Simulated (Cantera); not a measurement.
Stirred combustor or abatement burner

A perfectly stirred reactor is fed with CH4 : O2 : N2 = 1 : 2.5 : 12.2 (molar parts), equivalence ratio 0.80, at 0.490 bar; it is adiabatic with a 500 K inlet, and is followed from long to short residence time, starting on the burning branch (τ in s: 0.12, 0.039, 0.012, 0.0037, 0.0012, 0.00036, 0.00011, 3.5e-05, 1.1e-05, 3.4e-06).

Detailed kinetics in Cantera: GRI-Mech 3.0 (53 species, 325 reactions).

```csv
τ (s),T (K),x CH4,x O2,x H2,x C2H6,x CH2O,x HCN
0.12,1884,8.26e-6,0.0322,0.000711,3.02e-11,1.10e-6,2.89e-8
0.039,1862,1.70e-5,0.0328,0.00133,8.41e-11,2.29e-6,4.38e-8
0.012,1823,3.71e-5,0.0341,0.00242,2.56e-10,4.82e-6,7.39e-8
0.0037,1765,8.71e-5,0.0362,0.00395,9.61e-10,1.03e-5,1.24e-7
0.0012,1690,0.000226,0.0393,0.00563,5.11e-9,2.36e-5,2.00e-7
0.00036,1583,0.000889,0.0466,0.00742,8.64e-8,7.65e-5,3.87e-7
0.00011,500,0.0637,0.159,<1e-12,<1e-12,<1e-12,<1e-12
3.5e-5,500,0.0637,0.159,<1e-12,<1e-12,<1e-12,<1e-12
1.1e-5,500,0.0637,0.159,<1e-12,<1e-12,<1e-12,<1e-12
3.4e-6,500,0.0637,0.159,<1e-12,<1e-12,<1e-12,<1e-12
```
x: mole fraction; the columns are a selection and need not sum to one.
